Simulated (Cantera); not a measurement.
What does this Cantera script print?

```python
import numpy as np
import cantera as ct

gas = ct.Solution("gri30.yaml")
gas.TPX = 1223, 101325, {'CH4': 1, 'H2O': 0.66}
reactor = ct.IdealGasConstPressureReactor(gas, energy="off", clone=False)
net = ct.ReactorNet([reactor])
net.rtol, net.atol = 1e-08, 1e-18
show = ['CH4', 'H2O', 'CH2O', 'CH2', 'HCO']
times = np.geomspace(8e-05, 200, 14)

steps = ct.SolutionArray(gas, extra=["t"])
rows = []
print(f"{'t/s':>10s}{'T/K':>9s}{'P/Pa':>11s}" + "".join(f"{s:>11s}" for s in show))
for t in times:
    while net.time < t:
        t_next = net.step()
        steps.append(gas.state, t=t_next)
    rows.append([np.interp(t, steps.t, y) for y in (steps.T, steps.P, *steps(*show).X.T)])
    print(f"{t:10.3e}{rows[-1][0]:9.1f}{rows[-1][1]:11.4g}" + "".join(f"{x:11.3e}" for x in rows[-1][2:]))
rate = np.gradient(steps.T, steps.t)
print("integrator steps:", len(steps.t))
if steps.T.max() > steps.T[0] + 200:
    print(f"time of steepest temperature rise: {steps.t[rate.argmax()]:.4e} s")
gas.TPX = 1223, 101325, {'CH4': 1, 'H2O': 0.66}
gas.equilibrate("TP")
print(f"equilibrium (TP): T = {gas.T:.1f} K  " + "  ".join(f"{s} {gas[s].X[0]:.3e}" for s in show))
```

Result:

```
       t/s      T/K       P/Pa        CH4        H2O       CH2O        CH2        HCO
 8.000e-05   1223.0  1.013e+05  6.024e-01  3.976e-01  5.921e-16  1.681e-16  1.063e-23
 2.485e-04   1223.0  1.013e+05  6.024e-01  3.976e-01  1.744e-14  1.595e-15  8.600e-22
 7.716e-04   1223.0  1.013e+05  6.024e-01  3.976e-01  5.062e-13  1.474e-14  7.266e-20
 2.396e-03   1223.0  1.013e+05  6.024e-01  3.976e-01  1.245e-11  1.031e-13  4.665e-18
 7.442e-03   1223.0  1.013e+05  6.024e-01  3.976e-01  1.401e-10  2.334e-13  7.878e-17
 2.311e-02   1223.0  1.013e+05  6.024e-01  3.976e-01  6.495e-10  2.500e-13  3.780e-16
 7.178e-02   1223.0  1.013e+05  6.024e-01  3.976e-01  2.412e-09  2.797e-13  1.485e-15
 2.229e-01   1223.0  1.013e+05  6.022e-01  3.976e-01  9.385e-09  3.665e-13  6.611e-15
 6.923e-01   1223.0  1.013e+05  6.018e-01  3.976e-01  3.834e-08  5.778e-13  3.392e-14
 2.150e+00   1223.0  1.013e+05  6.003e-01  3.974e-01  9.805e-08  8.334e-13  1.046e-13
 6.677e+00   1223.0  1.013e+05  5.949e-01  3.963e-01  1.115e-07  1.003e-12  1.244e-13
 2.074e+01   1223.0  1.013e+05  5.776e-01  3.923e-01  1.111e-07  1.900e-12  1.334e-13
 6.440e+01   1223.0  1.013e+05  5.316e-01  3.820e-01  1.021e-07  3.395e-12  1.877e-13
 2.000e+02   1223.0  1.013e+05  4.390e-01  3.617e-01  8.336e-08  5.413e-12  1.051e-12
integrator steps: 1046
equilibrium (TP): T = 1223.0 K  CH4 1.137e-01  H2O 1.529e-04  CH2O 7.212e-08  CH2 1.568e-13  HCO 3.406e-10
```

Detailed kinetics in Cantera: GRI-Mech 3.0 (53 species, 325 reactions). GRI-Mech 3.0 stops at C3 and has no aromatics, soot or wall deposition, so with more carbon than oxygen in the feed, carbon stays in small species such as C2H2 where larger ones or solid carbon would form.
